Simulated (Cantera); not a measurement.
A closed system holds: 1 mol TiC, 0.013 mol C, 0.016 mol H2, held at 113 Torr.

These are equilibrium values from Cantera (NASA tables, ideal gas, pure condensed phases), not measurements of a reactor. Candidate condensed phases: C, C6H6, C7H8, C8H18, Ti, TiC; 77 gas species. TiC: taken at fixed stoichiometry. The numbers say what is thermodynamically allowed, not how fast it happens.

Over these rows the condensed part is C(graphite) + TiC(s). Partial pressures as log10 of bar:

| T (K) | 1000/T (1/K) | log p Ti | log p H2 | log p H |
|---|---|---|---|---|
| 2150 | 0.4651 | -7.95 | -0.83 | -2.79 |
| 2250 | 0.4444 | -7.25 | -0.83 | -2.55 |
| 2350 | 0.4255 | -6.62 | -0.84 | -2.32 |
| 2450 | 0.4082 | -6.04 | -0.85 | -2.12 |
| 2550 | 0.3922 | ? | -0.86 | -1.94 |
| 2650 | 0.3774 | -5.01 | -0.88 | -1.77 |

**Question.** Fit log p(Ti) = a + b·(1000/T) to the five rows, give the apparent enthalpy, and predict the row at 2550 K.

**Answer.** Means: 1000/T = 0.4241, log p = -6.574. Sxy = -0.151733, Sxx = 0.0045287, so b = -33.50 and a = -6.574 − (-33.50)×0.4241 = 7.63.
Apparent enthalpy: −19.145 × (-33.50) = 641 kJ/mol. The condensed phases alone fix this pressure, through TiC(s) = Ti(g) + C(graphite), so the slope is that reaction's ΔH° and the other gases don't enter. The five rows lie within 0.01 of the line.
Prediction at 2550 K: 7.63 + (-33.50)×0.3922 = -5.51. The computed value is -5.51, 0.00 from the line.
